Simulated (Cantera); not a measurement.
Input: 1 mol Si₂H₆, 0.11 mol O₃, 17 mol H₂, held at 54.0 Pa.

Method: chemical equilibrium by Gibbs-energy minimisation in Cantera with the NASA 1993 tables (ideal gas, pure condensed phases). Candidate condensed phases: H₂O, Si, SiO₂; 18 gas species. The feed counts by its element totals alone. Kinetics and transport are ignored. All values below are at 1325 K.

Base state: H₂ 0.984, SiO 0.0162, H 6.98e-5 (mole fractions); condensed: Si(s).

What changes in the equilibrium state with this change: O₃ from 0.11 to 0.086 mol?


| species | before | after |
|---|---|---|
| H₂ | 0.984 | 0.987 |
| SiO | 0.0162 | 0.0127 |
| H | 6.98e-5 | 6.99e-5 |
| Si(s), mol | 1.67 | 1.74 |
